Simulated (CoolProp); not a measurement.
The numbers come from the reference Helmholtz-energy equation of state, Gao 2020 in CoolProp.

For ammonia, give the phase and the cp (kJ/(kg K)), viscosity (µPa s), Prandtl number at 202.95 °C and 11 MPa; 337.15 °C and 1.78 MPa.


- 202.95 °C and 11 MPa: gas; cp 3.82, viscosity 18.1, Prandtl number 1.08
- 337.15 °C and 1.78 MPa: gas; cp 2.72, viscosity 22.1, Prandtl number 0.850

Viscosity comes from a separate model (Fenghour 1995). Thermal conductivity comes from a separate model (Tufeu 1984).
